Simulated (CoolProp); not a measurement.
CHF3 (R23) along the isobar 56.6 bar: Z from the reference equation and from simpler models built on Tc = 299.3 K, pc = 48.32 bar, ω = 0.263; each cubic takes its own stable root.

Model: reference Helmholtz-energy equation of state, Penoncello 2003, in CoolProp.

| T (K) | phase | reference |
|---|---|---|
| 204.1 | liquid | 0.1655 |
| 227 | liquid | 0.1590 |
| 249.9 | liquid | 0.1568 |
| 272.8 | liquid | 0.1609 |
| 295.7 | liquid | 0.1840 |
| 318.6 | supercritical | 0.5443 |
| 341.5 | supercritical | 0.6947 |
| 364.4 | supercritical | 0.7755 |
| 387.3 | supercritical | 0.8291 |
| 410.2 | supercritical | 0.8677 |

How far does each simpler model (van der Waals, Redlich-Kwong) lie from the reference over these 10 states: mean and median of the absolute difference, and the worst?


- van der Waals: mean 36.2 %, median 32.1 %, worst +73.1 % at 204.1 K and 56.6 bar
- Redlich-Kwong: mean 13.2 %, median 11.3 %, worst +31.1 % at 295.7 K and 56.6 bar
